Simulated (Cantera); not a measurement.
An adiabatic, constant-volume homogeneous reactor starts with 45.3 % H2, 10.8 % O2, 40.6 % N2, 3.35 % H2O, equivalence ratio 2.1, at 1523 K and 120000 Pa.

Detailed kinetics in Cantera: GRI-Mech 3.0 (53 species, 325 reactions).

Problem. Predict: time of steepest temperature rise; temperature at 6.00 s; equilibrium temperature; x(H2) at 6.00 s; x(O2) at 6.00 s; x(H2O) at 6.00 s; x(H) at 6.00 s; x(HO2) at 6.00 s; x(NO) at 6.00 s.

Solution. 
- time of steepest temperature rise = 11.5 µs
- temperature at 6.00 s = 2910 K
- equilibrium temperature = 2910 K
- x(H2) at 6.00 s = 0.248 (gas-phase equilibrium 0.248)
- x(O2) at 6.00 s = 0.000540 (gas-phase equilibrium 0.000540)
- x(H2O) at 6.00 s = 0.254 (gas-phase equilibrium 0.254)
- x(H) at 6.00 s = 0.0410 (gas-phase equilibrium 0.0410)
- x(HO2) at 6.00 s = 7.84e-7 (gas-phase equilibrium 7.84e-7)
- x(NO) at 6.00 s = 0.00162 (gas-phase equilibrium 0.00162)
